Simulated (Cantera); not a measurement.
# Hydrocarbon pyrolysis for carbon deposition

An isothermal, constant-pressure homogeneous reactor starts with CH4 : H2 = 1 : 70 (molar parts), at 1948 K and 1.40 bar.

Computed with Cantera and GRI-Mech 3.0 (53 species, 325 reactions). GRI-Mech 3.0 stops at C3 and has no aromatics, soot or wall deposition, so with more carbon than oxygen in the feed, carbon stays in small species such as C2H2 where larger ones or solid carbon would form.

```tsv
t (s)	x CH4	x H2	x C2H4	x CH2	x H	x C2H6
2.00e-6	0.0141	0.986	2.53e-10	2.31e-10	2.49e-5	4.30e-10
7.02e-6	0.0141	0.986	9.82e-9	2.88e-9	8.96e-5	1.14e-8
2.46e-5	0.0140	0.986	4.11e-7	3.30e-8	0.000306	2.06e-7
8.65e-5	0.0138	0.985	8.66e-6	2.08e-7	0.000781	1.18e-6
0.000304	0.0135	0.985	1.84e-5	2.95e-7	0.000942	1.53e-6
0.00107	0.0127	0.986	2.15e-5	2.79e-7	0.000943	1.36e-6
0.00374	0.0105	0.987	3.03e-5	2.33e-7	0.000946	9.38e-7
0.0131	0.00663	0.989	4.83e-5	1.49e-7	0.000951	3.84e-7
0.0461	0.00325	0.990	6.62e-5	7.46e-8	0.000956	1.10e-7
0.162	0.00222	0.991	7.20e-5	5.16e-8	0.000958	6.43e-8
0.568	0.00220	0.991	7.22e-5	5.10e-8	0.000958	6.34e-8
1.99	0.00220	0.991	7.22e-5	5.10e-8	0.000958	6.34e-8
7.00	0.00220	0.991	7.22e-5	5.10e-8	0.000958	6.34e-8
```
x: mole fraction; the columns are a selection and need not sum to one.

Equilibrium at this temperature and pressure: CH4 0.00220, H2 0.991, C2H4 7.22e-5, CH2 5.10e-8, H 0.000958, C2H6 6.34e-8 (gas phase only).
